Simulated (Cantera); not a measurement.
Charge: 1 mol Si, a varied amount of HF, at 1025 K and 0.133 bar.

These are equilibrium values from Cantera (NASA tables, ideal gas, pure condensed phases), not measurements of a reactor. Candidate condensed phases: Si; 25 gas species. Rates play no part.

Which condensed phases are stable at each of these points (n(HF) (mol)): 1.8, 3.6, 5.3, 7.1, 8.9, 11, 12, 14, 16?


| n(HF) (mol) | condensed phases | Si condensed (%) |
|---|---|---|
| 1.8 | Si(s) | 54.2 |
| 3.6 | Si(s) | 8.4 |
| 5.3 | gas only | 0.0 |
| 7.1 | gas only | 0.0 |
| 8.9 | gas only | 0.0 |
| 11 | gas only | 0.0 |
| 12 | gas only | 0.0 |
| 14 | gas only | 0.0 |
| 16 | gas only | 0.0 |

From 1.8 mol HF to 3.6 mol HF the condensed part is Si(s). From 5.3 mol HF to 16 mol HF nothing is condensed.
